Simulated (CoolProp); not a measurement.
Octamethylcyclotetrasiloxane (D4) at several states: density (kg/m³) from the reference equation and from simpler models built on Tc = 313.4 °C, pc = 13.47 bar, ω = 0.598; each cubic takes its own stable root.

Values from CoolProp's reference Helmholtz-energy equation of state, Thol 2015.

```
T (°C)  p (bar)          phase  reference
------  -------  -------------  ---------
339.15     20.4  supercritical      361.9
41.25      9.07         liquid      933.6
94.75     0.816         liquid      869.6
339.45     13.4            gas      126.2
64.65     0.179         liquid      905.1
```

### Question
How far does each simpler model (van der Waals, Redlich-Kwong, Soave-Redlich-Kwong, Peng-Robinson) lie from the reference over these 5 states: mean and median of the absolute difference, and the worst?

### Answer
- van der Waals: mean 50.9 %, median 43.0 %, worst -99.8 % at 64.65 °C and 0.179 bar
- Redlich-Kwong: mean 10.9 %, median 16.1 %, worst -16.4 % at 94.75 °C and 0.816 bar
- Soave-Redlich-Kwong: mean 10.2 %, median 10.5 %, worst -16.0 % at 339.15 °C and 20.4 bar
- Peng-Robinson: mean 2.6 %, median 1.1 %, worst -9.5 % at 339.15 °C and 20.4 bar

At some of these states van der Waals gives the other phase, because its saturation line lies elsewhere.
